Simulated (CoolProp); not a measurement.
Properties of R245ca along the isotherm 450 K (Tc = 447.6 K, pc = 3.941 MPa, ω = 0.355).

Model: reference Helmholtz-energy equation of state, Zhou 2016, in CoolProp.

| p (MPa) | phase | density (kg/m³) | cv (kJ/(kg K)) | speed of sound (m/s) | fugacity coefficient |
|---|---|---|---|---|---|
| 0.0312 | gas | 1.121 | (withheld) | 171.3 | 0.9973 |
| 0.0591 | gas | 2.128 | (withheld) | (withheld) | 0.9948 |
| 0.112 | gas | 4.053 | 1.104 | 170.2 | 0.9902 |
| 0.212 | gas | 7.741 | 1.106 | (withheld) | 0.9815 |
| 0.402 | gas | 14.94 | 1.109 | 166.3 | 0.9650 |
| 0.763 | gas | 29.38 | 1.116 | 161.3 | 0.9341 |
| 1.45 | gas | 60.26 | 1.133 | 150.8 | (withheld) |
| 2.74 | gas | (withheld) | 1.179 | 126.2 | 0.7695 |
| 5.2 | supercritical | 823.5 | 1.221 | 163.1 | 0.5394 |
| 9.85 | supercritical | 968.7 | 1.195 | 286.6 | (withheld) |

Task: Fill in the missing entries.

Result: 
- 0.0312, cv (kJ/(kg K)): 1.102
- 0.0591, cv (kJ/(kg K)): 1.103
- 0.0591, speed of sound (m/s): 170.9
- 0.212, speed of sound (m/s): 168.9
- 1.45, fugacity coefficient: 0.8763
- 2.74, density (kg/m³): 139.4
- 9.85, fugacity coefficient: 0.3419
